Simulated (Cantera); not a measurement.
Input: 1 mol Si, 2.6 mol HCl, 0.63 mol H₂.

Points: T (K) = 648, 723, 798, 873, 948, 1023, 1098, 1173, 1248, 1323, 1398, 1473, 1548, 1623; P (Pa) = 10000, 19000, 36000, 67000, 130000, 240000, 450000, 840000, 1.6e+06, 3e+06.

Cantera's Mixture.equilibrate('TP', solver="vcs", rtol=1e-11, max_steps=5000) on the NASA tables stopped like this:

```
ERROR: FAILURE its = 5001!

*******************************************************************************
CanteraError thrown by MultiPhase::equilibrate:
VCS solver failed. Return code: -1
*******************************************************************************
```

Q: What got this run through?

A: This is not unique; one that fits is The failure is numerical, not chemical. The same input converged with solver="gibbs", rtol=1e-10, max_steps=50000, and the result passed a check of the equilibrium conditions:
```
    648      1e+04  Si(cr)
    723      1e+04  Si(cr)
    798      1e+04  Si(cr)
    873      1e+04  Si(cr)
    948      1e+04  Si(cr)
   1023      1e+04  Si(cr)
   1098      1e+04  Si(cr)
   1173      1e+04  Si(cr)
   1248      1e+04  Si(cr)
   1323      1e+04  Si(cr)
   1398      1e+04  Si(cr)
   1473      1e+04  Si(cr)
   1548      1e+04  Si(cr)
   1623      1e+04  Si(cr)
    648    1.9e+04  Si(cr)
    723    1.9e+04  Si(cr)
    798    1.9e+04  Si(cr)
    873    1.9e+04  Si(cr)
    948    1.9e+04  Si(cr)
   1023    1.9e+04  Si(cr)
   1098    1.9e+04  Si(cr)
   1173    1.9e+04  Si(cr)
   1248    1.9e+04  Si(cr)
   1323    1.9e+04  Si(cr)
   1398    1.9e+04  Si(cr)
   1473    1.9e+04  Si(cr)
   1548    1.9e+04  Si(cr)
   1623    1.9e+04  Si(cr)
    648    3.6e+04  Si(cr)
    723    3.6e+04  Si(cr)
    798    3.6e+04  Si(cr)
    873    3.6e+04  Si(cr)
    948    3.6e+04  Si(cr)
   1023    3.6e+04  Si(cr)
   1098    3.6e+04  Si(cr)
   1173    3.6e+04  Si(cr)
   1248    3.6e+04  Si(cr)
   1323    3.6e+04  Si(cr)
   1398    3.6e+04  Si(cr)
   1473    3.6e+04  Si(cr)
   1548    3.6e+04  Si(cr)
   1623    3.6e+04  Si(cr)
    648    6.7e+04  Si(cr)
    723    6.7e+04  Si(cr)
    798    6.7e+04  Si(cr)
    873    6.7e+04  Si(cr)
    948    6.7e+04  Si(cr)
   1023    6.7e+04  Si(cr)
   1098    6.7e+04  Si(cr)
   1173    6.7e+04  Si(cr)
   1248    6.7e+04  Si(cr)
   1323    6.7e+04  Si(cr)
   1398    6.7e+04  Si(cr)
   1473    6.7e+04  Si(cr)
   1548    6.7e+04  Si(cr)
   1623    6.7e+04  Si(cr)
    648    1.3e+05  Si(cr)
    723    1.3e+05  Si(cr)
    798    1.3e+05  Si(cr)
    873    1.3e+05  Si(cr)
    948    1.3e+05  Si(cr)
   1023    1.3e+05  Si(cr)
   1098    1.3e+05  Si(cr)
   1173    1.3e+05  Si(cr)
   1248    1.3e+05  Si(cr)
   1323    1.3e+05  Si(cr)
   1398    1.3e+05  Si(cr)
   1473    1.3e+05  Si(cr)
   1548    1.3e+05  Si(cr)
   1623    1.3e+05  Si(cr)
    648    2.4e+05  Si(cr)
    723    2.4e+05  Si(cr)
    798    2.4e+05  Si(cr)
    873    2.4e+05  Si(cr)
    948    2.4e+05  Si(cr)
   1023    2.4e+05  Si(cr)
   1098    2.4e+05  Si(cr)
   1173    2.4e+05  Si(cr)
   1248    2.4e+05  Si(cr)
   1323    2.4e+05  Si(cr)
   1398    2.4e+05  Si(cr)
   1473    2.4e+05  Si(cr)
   1548    2.4e+05  Si(cr)
   1623    2.4e+05  Si(cr)
    648    4.5e+05  Si(cr)
    723    4.5e+05  Si(cr)
    798    4.5e+05  Si(cr)
    873    4.5e+05  Si(cr)
    948    4.5e+05  Si(cr)
   1023    4.5e+05  Si(cr)
   1098    4.5e+05  Si(cr)
   1173    4.5e+05  Si(cr)
   1248    4.5e+05  Si(cr)
   1323    4.5e+05  Si(cr)
   1398    4.5e+05  Si(cr)
   1473    4.5e+05  Si(cr)
   1548    4.5e+05  Si(cr)
   1623    4.5e+05  Si(cr)
    648    8.4e+05  Si(cr)
    723    8.4e+05  Si(cr)
    798    8.4e+05  Si(cr)
    873    8.4e+05  Si(cr)
    948    8.4e+05  Si(cr)
   1023    8.4e+05  Si(cr)
   1098    8.4e+05  Si(cr)
   1173    8.4e+05  Si(cr)
   1248    8.4e+05  Si(cr)
   1323    8.4e+05  Si(cr)
   1398    8.4e+05  Si(cr)
   1473    8.4e+05  Si(cr)
   1548    8.4e+05  Si(cr)
   1623    8.4e+05  Si(cr)
    648    1.6e+06  Si(cr)
    723    1.6e+06  Si(cr)
    798    1.6e+06  Si(cr)
    873    1.6e+06  Si(cr)
    948    1.6e+06  Si(cr)
   1023    1.6e+06  Si(cr)
   1098    1.6e+06  Si(cr)
   1173    1.6e+06  Si(cr)
   1248    1.6e+06  Si(cr)
   1323    1.6e+06  Si(cr)
   1398    1.6e+06  Si(cr)
   1473    1.6e+06  Si(cr)
   1548    1.6e+06  Si(cr)
   1623    1.6e+06  Si(cr)
    648      3e+06  Si(cr)
    723      3e+06  Si(cr)
    798      3e+06  Si(cr)
    873      3e+06  Si(cr)
    948      3e+06  Si(cr)
   1023      3e+06  Si(cr)
   1098      3e+06  Si(cr)
   1173      3e+06  Si(cr)
   1248      3e+06  Si(cr)
   1323      3e+06  Si(cr)
   1398      3e+06  Si(cr)
   1473      3e+06  Si(cr)
   1548      3e+06  Si(cr)
   1623      3e+06  Si(cr)
```

The gas is ideal and each condensed phase is pure. The tables' values for SiCl3 are old estimates.
